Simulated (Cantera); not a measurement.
**Adiabatic ignition**

An adiabatic, constant-volume homogeneous reactor starts with H₂ : O₂ : N₂ : NO = 1 : 0.926 : 3.48 : 0.019 (molar parts), at 950 K and 9.87 atm.

Cantera simulation using GRI-Mech 3.0 (53 species, 325 reactions); the numbers are that mechanism's predictions, not measurements. The hydrogen kinetics of GRI-Mech 3.0 are dated; newer H2 mechanisms differ, most at raised pressure. The mechanism lacks 2 NO + O2 → 2 NO2 and HONO, so NO2 and the effect of NO are under-described below about 1400 K.

```csv
t (s),T (K),P (bar),x H₂,x O₂,x NO,x HO₂,x H₂O₂,x N₂O,x OH
3.00e-6,950,10.0,0.184,0.171,0.00350,3.35e-10,<1e-12,4.04e-12,1.71e-11
9.23e-6,950,10.0,0.184,0.171,0.00350,1.40e-9,4.16e-12,5.54e-11,7.19e-11
2.84e-5,950,10.0,0.184,0.171,0.00350,1.28e-8,8.33e-11,1.18e-9,6.56e-10
8.73e-5,950,10.0,0.184,0.171,0.00347,2.62e-6,2.73e-8,3.13e-7,1.37e-7
0.000269,2543,24.4,0.00101,0.0841,0.00391,2.51e-5,2.18e-6,3.55e-6,0.00832
0.000826,2537,24.3,0.000991,0.0827,0.00685,2.43e-5,2.13e-6,3.53e-6,0.00813
0.00254,2526,24.2,0.000958,0.0805,0.0115,2.32e-5,2.05e-6,3.54e-6,0.00782
0.00782,2520,24.2,0.000942,0.0794,0.0138,2.26e-5,2.01e-6,3.56e-6,0.00768
0.0240,2520,24.2,0.000941,0.0793,0.0138,2.26e-5,2.01e-6,3.56e-6,0.00767
0.0740,2520,24.2,0.000941,0.0793,0.0138,2.26e-5,2.01e-6,3.56e-6,0.00767
0.228,2520,24.2,0.000941,0.0793,0.0138,2.26e-5,2.01e-6,3.56e-6,0.00767
0.700,2520,24.2,0.000941,0.0793,0.0138,2.26e-5,2.01e-6,3.56e-6,0.00767
```
x: mole fraction; the columns are a selection and need not sum to one.

```
Item                                                                   Value
---------------------------------  -----------------------------------------
time of steepest temperature rise                                   0.212 ms
temperature at 0.700 s                                                2520 K
equilibrium temperature                                               2520 K
x(H₂) at 0.700 s                   0.000941 (gas-phase equilibrium 0.000941)
x(O₂) at 0.700 s                       0.0793 (gas-phase equilibrium 0.0793)
x(NO) at 0.700 s                       0.0138 (gas-phase equilibrium 0.0138)
```
